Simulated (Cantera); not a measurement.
An isothermal, constant-pressure homogeneous reactor starts with CO : O2 : H2O : N2 = 0.014 : 0.0032 : 0.0059 : 1 (molar parts), at 1325 K and 590000 Pa. Integrator tolerance rtol = 1e-08.

Detailed kinetics in Cantera: GRI-Mech 3.0 (53 species, 325 reactions).

Problem. What does this change do: temperature 1325 to 875 K?

Solution. 
```
quantity                                            before                                     after
----------------  ----------------------------------------  ----------------------------------------
x(CO) at 10.0 s    0.00583 (gas-phase equilibrium 0.00582)    0.0134 (gas-phase equilibrium 0.00429)
x(O2) at 10.0 s      <1e-12 (gas-phase equilibrium <1e-12)    0.00300 (gas-phase equilibrium <1e-12)
x(H2O) at 10.0 s   0.00416 (gas-phase equilibrium 0.00415)   0.00577 (gas-phase equilibrium 0.00263)
x(NO) at 10.0 s   7.61e-8 (gas-phase equilibrium 1.60e-10)     <1e-12 (gas-phase equilibrium <1e-12)
x(OH) at 10.0 s    1.30e-9 (gas-phase equilibrium 1.01e-9)   1.19e-10 (gas-phase equilibrium <1e-12)
x(CO2) at 10.0 s   0.00790 (gas-phase equilibrium 0.00791)  0.000266 (gas-phase equilibrium 0.00944)
```
